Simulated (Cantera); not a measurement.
An adiabatic, constant-volume homogeneous reactor starts with CH₄ : H₂ : O₂ : N₂ = 1 : 0.27 : 1.42 : 5.35 (molar parts), equivalence ratio 1.5, at 1675 K and 1.18 atm. Integrator tolerance rtol = 1e-08.

Model: GRI-Mech 3.0 (53 species, 325 reactions), integrated in Cantera.

```
quantity                                                              before                                      after
---------------------------------  -----------------------------------------  -----------------------------------------
time of steepest temperature rise                                   0.124 ms                                   0.141 ms
temperature at 0.200 s                                                2990 K                                     2992 K
equilibrium temperature                                               2990 K                                     2992 K
x(CH₄) at 0.200 s                    <1e-12 (gas-phase equilibrium 1.19e-12)      <1e-12 (gas-phase equilibrium <1e-12)
x(H₂) at 0.200 s                       0.0802 (gas-phase equilibrium 0.0802)      0.0756 (gas-phase equilibrium 0.0756)
x(O₂) at 0.200 s                     0.00286 (gas-phase equilibrium 0.00286)    0.00320 (gas-phase equilibrium 0.00320)
x(CH₃) at 0.200 s                  5.54e-12 (gas-phase equilibrium 6.63e-12)  4.80e-12 (gas-phase equilibrium 5.76e-12)
x(CO) at 0.200 s                       0.0894 (gas-phase equilibrium 0.0894)      0.0891 (gas-phase equilibrium 0.0891)
```

### Question
What was changed between the two runs?
A. H2 0.27 to 0.2 parts
B. N2 5.35 to 10 parts
C. H2 0.27 to 0.68 parts
D. constant pressure in place of constant volume

### Answer
A, H2 0.27 to 0.2 parts
